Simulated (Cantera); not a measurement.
Feed: 1 mol Si3H8, 0.21 mol HCl, 20 mol H2, at 47.0 mbar.

Equilibrium computed with Cantera from the NASA thermochemical tables; the gas is ideal and each condensed phase is pure. Candidate condensed phases: Si; 19 gas species. The feed counts by its element totals alone. Rates play no part.

### Question
At 1225 K, list the 3 most abundant gas species with their mole fractions, and the condensed phases.

### Answer
H2 0.992, HCl 0.00828, SiCl2 0.000168. Condensed: Si(s).
